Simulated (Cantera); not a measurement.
A perfectly stirred reactor is fed with 9.77 % CH4, 90.2 % H2, at 0.0300 bar; it is held at 1725 K, and followed from long to short residence time.

Computed with Cantera and GRI-Mech 3.0 (53 species, 325 reactions). GRI-Mech 3.0 stops at C3 and has no aromatics, soot or wall deposition, so with more carbon than oxygen in the feed, carbon stays in small species such as C2H2 where larger ones or solid carbon would form. Radical loss at walls, strong at low pressure, is not modelled.

### Question
Predict: x(CH4) at τ = 1.80 s; x(H2) at τ = 1.80 s; x(H) at τ = 1.80 s; x(CH3) at τ = 1.80 s; x(C2H6) at τ = 1.80 s; x(CH4) at τ = 57.0 ms; x(H2) at τ = 57.0 ms; x(H) at τ = 57.0 ms; x(CH3) at τ = 57.0 ms; x(C2H6) at τ = 57.0 ms.

### Answer
```
Item                       Value
----------------------  --------
x(CH4) at τ = 1.80 s      0.0210
x(H2) at τ = 1.80 s        0.943
x(H) at τ = 1.80 s      0.000908
x(CH3) at τ = 1.80 s    0.000408
x(C2H6) at τ = 1.80 s    1.70e-6
x(CH4) at τ = 57.0 ms     0.0771
x(H2) at τ = 57.0 ms       0.912
x(H) at τ = 57.0 ms     0.000673
x(CH3) at τ = 57.0 ms    0.00115
x(C2H6) at τ = 57.0 ms   1.57e-5
```
